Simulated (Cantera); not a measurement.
Cantera run:

```python
import numpy as np
import cantera as ct

gas_names = [...]  # 116 gases of nasa_gas.yaml made of C, H, Mg, O
cond_names = """
    C(gr) C6H6(L) C7H8(L) C8H18(L),n-octa H2O(s) H2O(L) Mg(cr) Mg(L) MgCO3(s) MgO(s) MgO(L) MgO2H2(s)
""".split()


# ... load() reads the species with a 1 bar reference pressure and builds the phases ...
atoms = {
    'MgO': {'Mg': 1, 'O': 1},
    'CH4': {'C': 1, 'H': 4},
    'H2': {'H': 2},
    'C': {'C': 1},
}
top_T = {'C(gr)': 4500}  # K; cautious upper limits of use, not melting points


# ... equilibrate(T, P, feed) seeds the gas with the atoms and calls Mixture.equilibrate('TP', solver="vcs", rtol=1e-11, max_steps=5000) ...
results = []
feed = {'MgO': 1, 'CH4': 0.66, 'H2': 0.36, 'C': 3.8}  # mol
P = 13332.2  # Pa
for T in [1898, 1948, 1998, 2048, 2098, 2148, 2198, 2248, 2298, 2348, 2398]:
    mix = equilibrate(T, P, feed)
    results.append((T, P, feed, dict(zip(mix.species_names, mix.species_moles))))
    x = sorted(zip(gas.X, gas.species_names), reverse=True)
    print(f"T = {T:g} K  P = {P:g} Pa  gas = {mix.phase_moles(0):.4g} mol")
    print("   x: " + "  ".join(f"{s} {v:.3e}" for v, s in x if v > 1e-05))
    print("   condensed (mol): " + ("  ".join(f"{mix.phase(i).name} {mix.phase_moles(i):.4g}"
          for i in range(1, mix.n_phases) if mix.phase_moles(i) > 1e-12) or "none"))
```

Output:

```
T = 1898 K  P = 13332.2 Pa  gas = 3.681 mol
   x: H2 4.550e-01  CO 2.717e-01  Mg 2.707e-01  H 1.444e-03  MgH 9.694e-04  C2H2,acetylene 1.712e-04  CH4 1.561e-05
   condensed (mol): C(gr) 3.459
T = 1948 K  P = 13332.2 Pa  gas = 3.682 mol
   x: H2 4.545e-01  CO 2.716e-01  Mg 2.706e-01  H 2.086e-03  MgH 1.001e-03  C2H2,acetylene 2.449e-04  CH4 1.347e-05
   condensed (mol): C(gr) 3.458
T = 1998 K  P = 13332.2 Pa  gas = 3.683 mol
   x: H2 4.537e-01  CO 2.715e-01  Mg 2.704e-01  H 2.959e-03  MgH 1.032e-03  C2H2,acetylene 3.439e-04  CH4 1.171e-05
   condensed (mol): C(gr) 3.457
T = 2048 K  P = 13332.2 Pa  gas = 3.686 mol
   x: H2 4.527e-01  CO 2.713e-01  Mg 2.703e-01  H 4.126e-03  MgH 1.061e-03  C2H2,acetylene 4.746e-04  CH4 1.024e-05
   condensed (mol): C(gr) 3.456
T = 2098 K  P = 13332.2 Pa  gas = 3.688 mol
   x: H2 4.514e-01  CO 2.711e-01  Mg 2.700e-01  H 5.663e-03  MgH 1.090e-03  C2H2,acetylene 6.443e-04
   condensed (mol): C(gr) 3.455
T = 2148 K  P = 13332.2 Pa  gas = 3.692 mol
   x: H2 4.498e-01  CO 2.709e-01  Mg 2.697e-01  H 7.655e-03  MgH 1.117e-03  C2H2,acetylene 8.613e-04
   condensed (mol): C(gr) 3.454
T = 2198 K  P = 13332.2 Pa  gas = 3.697 mol
   x: H2 4.476e-01  CO 2.705e-01  Mg 2.694e-01  H 1.020e-02  MgH 1.142e-03  C2H2,acetylene 1.135e-03
   condensed (mol): C(gr) 3.452
T = 2248 K  P = 13332.2 Pa  gas = 3.703 mol
   x: H2 4.449e-01  CO 2.701e-01  Mg 2.689e-01  H 1.342e-02  C2H2,acetylene 1.474e-03  MgH 1.165e-03
   condensed (mol): C(gr) 3.449
T = 2298 K  P = 13332.2 Pa  gas = 3.71 mol
   x: H2 4.416e-01  CO 2.695e-01  Mg 2.683e-01  H 1.743e-02  C2H2,acetylene 1.889e-03  MgH 1.186e-03
   condensed (mol): C(gr) 3.446
T = 2348 K  P = 13332.2 Pa  gas = 3.719 mol
   x: H2 4.375e-01  CO 2.689e-01  Mg 2.677e-01  H 2.237e-02  C2H2,acetylene 2.391e-03  MgH 1.205e-03
   condensed (mol): C(gr) 3.442
T = 2398 K  P = 13332.2 Pa  gas = 3.731 mol
   x: H2 4.325e-01  CO 2.680e-01  Mg 2.668e-01  H 2.838e-02  C2H2,acetylene 2.988e-03  MgH 1.221e-03  C2H 1.123e-05
   condensed (mol): C(gr) 3.437
```

These are equilibrium values from Cantera (NASA tables, ideal gas, pure condensed phases), not measurements of a reactor. The tables' values for MgH are old estimates; treat these amounts as uncertain.
